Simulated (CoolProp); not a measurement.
Ethylene along the isobar 5.41 MPa: density (kg/m³) from the reference equation and from simpler models built on Tc = 9.2 °C, pc = 5.042 MPa, ω = 0.087; each cubic takes its own stable root.

Values from CoolProp's reference Helmholtz-energy equation of state, Smukala 2000.

```csv
T (°C),phase,reference,Redlich-Kwong,Peng-Robinson
-79.35,liquid,538.3,516.1,585.6
-69.95,liquid,524.0,500.1,568.5
-60.65,liquid,509.3,483.1,550.1
-51.35,liquid,493.7,464.8,530.0
-41.95,liquid,476.8,444.8,507.6
-32.65,liquid,458.6,423.1,482.9
-23.25,liquid,438.0,398.4,454.5
-13.95,liquid,414.6,370.4,421.5
-4.55,liquid,385.2,335.9,380.4
4.75,liquid,343.0,288.7,323.0
14.05,supercritical,156.4,154.6,160.8
23.45,supercritical,108.7,108.9,113.1
32.75,supercritical,93.36,93.87,96.92
```
